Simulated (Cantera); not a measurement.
A closed system holds: 1 mol SiHCl3, 11 mol N2, equilibrated at 0.100 bar.

These are equilibrium values from Cantera (NASA tables, ideal gas, pure condensed phases), not measurements of a reactor. Candidate condensed phases: NH4Cl, Si, Si3N4; 28 gas species. N2 is the only nitrogen source here; it is nearly inert below about 1500 K, so the nitride shown seldom forms there in practice. The tables' values for SiCl3, SiCl are old estimates; treat these amounts as uncertain. Rates play no part.

x: gas mole fraction; n: condensed amount in mol.

| T (°C) | x N2 | x HCl | x SiCl2 | x SiCl4 | x SiCl3 | x H2 | x Cl | n Si3N4(s) |
|---|---|---|---|---|---|---|---|---|
| 725 | 0.881 | 0.0661 | 2.82e-7 | 0.0451 | 2.28e-5 | 0.00806 | 4.67e-9 | 0.150 |
| 800 | 0.880 | 0.0675 | 3.01e-6 | 0.0447 | 9.17e-5 | 0.00735 | 3.16e-8 | 0.152 |
| 875 | 0.880 | 0.0686 | 2.34e-5 | 0.0442 | 0.000306 | 0.00677 | 1.67e-7 | 0.152 |
| 950 | 0.880 | 0.0695 | … | 0.0435 | 0.000874 | 0.00632 | … | 0.152 |
| 1025 | 0.879 | 0.0701 | … | 0.0420 | 0.00217 | 0.00597 | … | 0.151 |
| 1100 | 0.878 | 0.0702 | 0.00264 | 0.0389 | 0.00471 | 0.00576 | 8.07e-6 | 0.144 |
| 1175 | 0.874 | 0.0696 | 0.00850 | 0.0327 | 0.00869 | 0.00576 | 2.18e-5 | 0.128 |
| 1250 | 0.869 | 0.0678 | 0.0219 | 0.0226 | 0.0129 | 0.00617 | 5.06e-5 | 0.0947 |
| 1325 | 0.861 | 0.0639 | 0.0428 | 0.0112 | 0.0139 | 0.00737 | 9.92e-5 | 0.0457 |
| 1400 | 0.854 | 0.0585 | 0.0626 | 0.00399 | 0.0109 | 0.00952 | 0.000169 | 0 |
| 1475 | 0.852 | 0.0625 | 0.0653 | 0.00250 | 0.00956 | 0.00744 | 0.000404 | 0 |
| 1550 | 0.851 | 0.0652 | 0.0675 | 0.00154 | 0.00820 | 0.00601 | 0.000879 | 0 |

What belongs in the gaps?


- 950, x SiCl2: 0.000140
- 950, x Cl: 7.16e-7
- 1025, x SiCl2: 0.000671
- 1025, x Cl: 2.59e-6
